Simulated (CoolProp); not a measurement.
Properties of R236FA along the isobar 3.96 MPa.

Model: reference Helmholtz-energy equation of state, Pan 2012, in CoolProp.

```tsv
T (K)	phase	cp (kJ/(kg K))	cv (kJ/(kg K))	speed of sound (m/s)	conductivity (mW/(m K))
320.3	liquid	1.264	0.8911	475.2	[?]
326.4	liquid	1.279	0.8998	452.0	67.6
332.5	liquid	1.296	0.9088	428.7	66.0
338.7	liquid	1.314	0.9183	404.9	64.4
344.8	liquid	1.335	0.9281	381.4	62.8
350.9	liquid	[?]	0.9382	357.5	61.2
357.1	liquid	1.386	0.9490	[?]	59.5
363.2	liquid	1.418	0.9601	308.3	57.9
369.3	liquid	1.458	0.9718	283.1	56.2
375.5	liquid	1.509	0.9844	256.8	[?]
381.6	liquid	1.578	0.9978	229.8	52.7
387.7	liquid	1.677	1.013	201.3	50.9
393.9	liquid	1.845	1.031	170.0	49.0
400	supercritical	2.191	[?]	135.7	47.2
```

Task: What belongs in the gaps?

Result: 
- 320.3, conductivity (mW/(m K)): 69.2
- 350.9, cp (kJ/(kg K)): 1.358
- 357.1, speed of sound (m/s): 332.9
- 375.5, conductivity (mW/(m K)): 54.5
- 400, cv (kJ/(kg K)): 1.055

Thermal conductivity comes from a separate model (Huber 2003), an estimate that may be off by 10 % or more.
